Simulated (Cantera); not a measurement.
Feed: 1 mol S, 0.7 mol H2, equilibrated at 3100 K and 1 atm.

Cantera equilibrium calculation (NASA polynomials, part measured and part estimated; ideal gas, pure solids and liquids). Kinetics and transport are ignored.

```csv
species,before,after
H2S,0.0153,0.878
S2,0.224,0.0971
S8,<1e-9,0.0230
H2,0.375,0.00135
S,0.158,<1e-9
H,0.129,<1e-9
SH,0.0989,9.66e-7
```
Gas species are given as mole fractions.

Which change was made?
A. temperature from 3100 K to 1373 K
B. temperature from 3100 K to 798 K
C. H2 from 0.7 to 0.045 mol
D. H2 from 0.7 to 0.073 mol

B, temperature from 3100 K to 798 K. Gases not in the tables: S3 to S7
